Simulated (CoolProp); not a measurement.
Properties of ethylene along the isobar 3.7 MPa (Tc = 9.2 °C, pc = 5.042 MPa, ω = 0.087).

Model: reference Helmholtz-energy equation of state, Smukala 2000, in CoolProp.

| T (°C) | phase | cv (kJ/(kg K)) | isothermal compressibility (1/MPa) | expansivity (1/kK) |
|---|---|---|---|---|
| -58.05 | liquid | 1.319 | 0.003989 | 3.424 |
| -45.05 | liquid | 1.324 | 0.005541 | 4.012 |
| -32.05 | liquid | 1.341 | 0.008352 | 4.973 |
| -18.95 | liquid | 1.372 | 0.01482 | 6.915 |
| -5.95 | liquid | 1.448 | 0.04283 | 13.80 |
| 7.05 | gas | 1.398 | 0.4737 | 13.15 |
| 20.05 | gas | 1.369 | 0.3973 | 9.032 |
| 33.15 | gas | 1.375 | 0.3615 | 7.121 |
| 46.15 | gas | 1.395 | 0.3404 | 5.990 |
| 59.15 | gas | 1.424 | 0.3263 | 5.225 |
